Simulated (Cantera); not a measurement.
# Equilibrium for roasting and sulfation: FeS2 + O2 + H2O

Charge: 1 mol FeS2, 0.15 mol O2, 0.071 mol H2O, held at 977 °C.

Equilibrium computed with Cantera from the NASA thermochemical tables; the gas is ideal and each condensed phase is pure. Candidate condensed phases: Fe, FeO, Fe(OH)2, Fe(OH)3, FeS, FeSO4, FeS2, Fe2O3, Fe2(SO4)3, Fe3O4, H2O, H2SO4, S; 22 gas species. FeS: taken at fixed stoichiometry. Gases not in the tables: S3 to S7. Equilibrium is a limit: real reactors are often held back by kinetics, nucleation or transport.

From 10.0 mbar to 20.0 bar the condensed part is FeS(s).

| P (Pa) | x S2 | x SO2 | x H2O | x H2S | x S2O | n FeS(s) |
|---|---|---|---|---|---|---|
| 1000 | 0.644 | 0.238 | 0.0916 | 0.0101 | 0.00589 | 1.00 |
| 3500 | 0.642 | 0.238 | 0.0906 | 0.0137 | 0.00805 | 1.00 |
| 13000 | 0.638 | 0.239 | 0.0880 | 0.0183 | 0.0111 | 1.00 |
| 45000 | 0.634 | 0.240 | 0.0842 | 0.0237 | 0.0151 | 1.00 |
| 160000 | 0.627 | 0.241 | 0.0789 | 0.0303 | 0.0207 | 1.00 |
| 560000 | 0.619 | 0.241 | 0.0726 | 0.0377 | 0.0280 | 1.00 |
| 2000000 | 0.608 | 0.241 | 0.0653 | 0.0460 | 0.0380 | 1.00 |
x: gas mole fraction; n: condensed amount in mol.
